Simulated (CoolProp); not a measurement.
Vapour-liquid equilibrium of acetone (1) + ethanol (2) at 0.123 MPa; x and y are mole fractions of (1).

Values from CoolProp's multi-fluid Helmholtz-energy mixture model, Lemmon 2006 and Schroeder 2014; pair parameters Bell 2016.

```
x     bubble temperature, mixture model (°C)  bubble temperature, Raoult's law (°C)  y, mixture model  y, Raoult's law
----  --------------------------------------  -------------------------------------  ----------------  ---------------
0.05                                    80.5                                   82.2             0.145            0.093
0.2                                     74.2                                   78.6               ___            0.336
0.35                                    70.2                                   75.1             0.578            0.531
0.5                                     67.4                                   71.8             0.686            0.685
0.65                                     ___                                   68.6             0.776            0.807
0.8                                     63.7                                   65.6             0.864            0.903
0.95                                    62.3                                   62.8               ___            0.979
```

Problem. Fill in the missing entries.

Solution. 
- 0.2, y, mixture model: 0.422
- 0.65, bubble temperature, mixture model (°C): 65.4
- 0.95, y, mixture model: 0.963

The largest gap from Raoult's law is -4.9 K in bubble temperature, at x = 0.35. No azeotrope shows between x = 0.05 and 0.95.

Pair parameters are fitted to limited data, so mixtures are less certain than the pure fluids.
